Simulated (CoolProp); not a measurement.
Ammonia at several states: density (kg/m³) from the reference equation and from simpler models built on Tc = 132.4 °C, pc = 11360 kPa, ω = 0.256; each cubic takes its own stable root.

The numbers come from the reference Helmholtz-energy equation of state, Gao 2020 in CoolProp.

```tsv
T (°C)	p (kPa)	phase	reference	van der Waals	Redlich-Kwong	Soave-Redlich-Kwong	Peng-Robinson
36.15	15.3	gas	0.1015	0.1014	0.1014	0.1014	0.1014
249.35	1710	gas	6.854	6.868	6.869	6.841	6.870
0.15	7940	liquid	643.6	341.3	493.9	511.1	577.4
157.55	7670	gas	47.44	46.00	46.87	46.32	47.63
422.45	20.8	gas	0.06125	0.06126	0.06126	0.06125	0.06125
67.65	3020	gas	23.58	21.00	21.89	22.27	22.59
```
